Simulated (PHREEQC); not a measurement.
Consider water at 20 °C with 0.0039 mol/kgw CdSO4, 0.021 mol/kgw KCl and 5.8e-05 mol/kgw MnSO4. Closed to the air; pH follows from the charge balance.

All values are PHREEQC results (ion-association model, wateq4f.dat), not measurements.

Problem. The ionic strength comes out as 0.0310 mol/kgw. What activity coefficients do SO4-2, CdCl3-, Cl-, MnCl+, K+ get?

Solution. SO4-2 0.53, CdCl3- 0.85, Cl- 0.84, MnCl+ 0.85, K+ 0.84.

This is a speciation only: nothing precipitates in the calculation. Complexes and solids missing from the database can't appear.
